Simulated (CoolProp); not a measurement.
A simple Rankine cycle with chloromethane (R40): condensing at 317.15 K, boiler at 4.42 MPa, turbine inlet 499 K, turbine efficiency 0.65, pump efficiency 0.8, no recuperator. Each further row changes one setting.

Model: reference Helmholtz-energy equation of state, Thol 2014, in CoolProp.

| case | thermal efficiency (%) | net work (kJ/kg) | heat in (kJ/kg) | turbine exit temperature (K) | volume ratio over the turbine |
|---|---|---|---|---|---|
| as stated | 11.5 | 58.6 | 508 | … | … |
| condensing temperature 309.15 K | 12.7 | 66.1 | 521 | … | 4.97 |
| boiler pressure 3.09 MPa | … | 48.9 | 523 | … | … |
| turbine efficiency 0.55 | … | … | 508 | 420.2 | 4.22 |

Problem. What belongs in the gaps?

Solution. 
- as stated, turbine exit temperature (K): 410.9
- as stated, volume ratio over the turbine: 4.10
- condensing temperature 309.15 K, turbine exit temperature (K): 401.0
- boiler pressure 3.09 MPa, thermal efficiency (%): 9.4
- boiler pressure 3.09 MPa, turbine exit temperature (K): 434.0
- boiler pressure 3.09 MPa, volume ratio over the turbine: 2.92
- turbine efficiency 0.55, thermal efficiency (%): 9.6
- turbine efficiency 0.55, net work (kJ/kg): 48.8
